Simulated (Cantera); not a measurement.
What does this Cantera script print?

```python
import numpy as np
import cantera as ct

gas_names = [...]  # 113 gases of nasa_gas.yaml made of C, H, O, Pb
cond_names = """
    C(gr) C6H6(L) C7H8(L) C8H18(L),n-octa H2O(s) H2O(L) Pb(cr) Pb(L) PbO(rd) PbO(yw) PbO(L) PbO2(s)
    Pb3O4(s)
""".split()


# ... load() reads the species with a 1 bar reference pressure and builds the phases ...
atoms = {
    'PbO': {'Pb': 1, 'O': 1},
    'CO': {'C': 1, 'O': 1},
    'H2': {'H': 2},
    'C': {'C': 1},
}
top_T = {'C(gr)': 4500, 'Pb3O4(s)': 820}  # K; cautious upper limits of use, not melting points


# ... equilibrate(T, P, feed) seeds the gas with the atoms and calls Mixture.equilibrate('TP', solver="vcs", rtol=1e-11, max_steps=5000) ...
results = []
feed = {'PbO': 1, 'CO': 5.3, 'H2': 0.3, 'C': 1.9}  # mol
P = 53  # Pa
for T in [898, 998, 1098, 1198, 1298, 1398, 1498, 1598, 1698, 1798, 1898, 1998, 2098, 2198]:
    mix = equilibrate(T, P, feed)
    results.append((T, P, feed, dict(zip(mix.species_names, mix.species_moles))))

top = {s: max(r[3][s] / sum(r[3][g] for g in gas_names) for r in results) for s in gas_names}
cols = sorted((s for s in top if top[s] > 1e-06), key=lambda s: -top[s])[:7]
seen = [c for c in cond_names if any(r[3].get(c, 0) > 1e-12 for r in results)]
print("log10 of partial pressures in bar; condensed amounts in mol")
print(f"{'T/K':>10s}" + "".join(f"{s[:9]:>10s}" for s in cols + seen))
for T, P, feed, n in results:
    ng = sum(n[g] for g in gas_names)
    print(f"{T:10.4g}" + "".join(f"{np.log10(max(n[s] / ng * P / 1e5, 1e-99)):10.3f}" for s in cols)
          + "".join(f"{n.get(c, 0):10.4g}" for c in seen))
```

Output:

```
log10 of partial pressures in bar; condensed amounts in mol
       T/K        CO        Pb        H2         H       CO2       H2O C2H2,acet     C(gr)     Pb(L)
       898    -3.298    -5.888    -4.619   -12.270    -5.828    -7.514   -14.898    0.9189    0.9839
       998    -3.309    -4.810    -4.631   -10.983    -6.846    -8.329   -13.597    0.9019    0.8013
      1098    -3.357    -4.157    -4.679    -9.946    -7.754    -9.073   -12.574    0.9003         0
      1198    -3.357    -4.157    -4.679    -9.061    -8.426    -9.613   -11.684    0.9001         0
      1298    -3.357    -4.157    -4.679    -8.310    -8.990   -10.068   -10.933       0.9         0
      1398    -3.357    -4.157    -4.680    -7.665    -9.471   -10.459   -10.290       0.9         0
      1498    -3.357    -4.157    -4.680    -7.105    -9.885   -10.796    -9.735       0.9         0
      1598    -3.357    -4.157    -4.682    -6.615   -10.244   -11.092    -9.252       0.9         0
      1698    -3.357    -4.157    -4.687    -6.183   -10.559   -11.356    -8.829       0.9         0
      1798    -3.358    -4.157    -4.697    -5.802   -10.838   -11.595    -8.460    0.8999         0
      1898    -3.359    -4.158    -4.718    -5.466   -11.085   -11.821    -8.143    0.8998         0
      1998    -3.360    -4.159    -4.759    -5.174   -11.308   -12.046    -7.879    0.8996         0
      2098    -3.362    -4.161    -4.831    -4.927   -11.510   -12.285    -7.677    0.8994         0
      2198    -3.365    -4.164    -4.951    -4.730   -11.693   -12.557    -7.547     0.899         0
```

Equilibrium computed with Cantera from the NASA thermochemical tables; the gas is ideal and each condensed phase is pure.
